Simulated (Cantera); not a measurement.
A perfectly stirred reactor is fed with H2 : O2 = 0.14 : 1 (molar parts), equivalence ratio 0.070, at 0.0237 atm; it is held at 1348 K, and followed from long to short residence time.

Cantera simulation using the H2/O2 subset of GRI-Mech 3.0, which has no nitrogen chemistry; the numbers are that mechanism's predictions, not measurements. Radical loss at walls, strong at low pressure, is not modelled. The temperature is held fixed by assumption; the heat of reaction is taken as removed at once.

### Question
What does this change do: pressure from 0.0237 atm to 0.0326 atm?

### Answer
```
quantity                  before     after
----------------------  --------  --------
x(H2) at τ = 2.00 s     0.000148  0.000109
x(O2) at τ = 2.00 s        0.867     0.868
x(H) at τ = 2.00 s       9.10e-5   4.81e-5
x(OH) at τ = 2.00 s      0.00180   0.00145
x(H2O2) at τ = 2.00 s    9.02e-8   9.89e-8
x(H2) at τ = 26.0 ms     0.00210   0.00161
x(O2) at τ = 26.0 ms       0.843     0.851
x(H) at τ = 26.0 ms      0.00547   0.00320
x(OH) at τ = 26.0 ms     0.00695   0.00586
x(H2O2) at τ = 26.0 ms   2.63e-7   3.28e-7
```
